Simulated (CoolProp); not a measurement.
A simple Rankine cycle with R245fa: condensing at 301.15 K, boiler at 1.77 MPa, turbine inlet 429 K, turbine efficiency 0.9, pump efficiency 0.6, no recuperator. Each further row changes one setting.

Model: reference Helmholtz-energy equation of state, Akasaka 2015, in CoolProp.

```tsv
case	thermal efficiency (%)	net work (kJ/kg)	heat in (kJ/kg)	turbine exit temperature (K)	volume ratio over the turbine
as stated	15.3	[?]	298	[?]	10.9
condensing temperature 293.15 K	[?]	51.3	308	360.5	14.5
boiler pressure 1.24 MPa	13.4	[?]	[?]	[?]	7.34
turbine efficiency 0.8	[?]	40.3	298	[?]	11.1
```

Task: Some entries are withheld; supply them.

Result: 
- as stated, net work (kJ/kg): 45.5
- as stated, turbine exit temperature (K): 367.0
- condensing temperature 293.15 K, thermal efficiency (%): 16.6
- boiler pressure 1.24 MPa, net work (kJ/kg): 40.8
- boiler pressure 1.24 MPa, heat in (kJ/kg): 305
- boiler pressure 1.24 MPa, turbine exit temperature (K): 378.8
- turbine efficiency 0.8, thermal efficiency (%): 13.5
- turbine efficiency 0.8, turbine exit temperature (K): 372.2
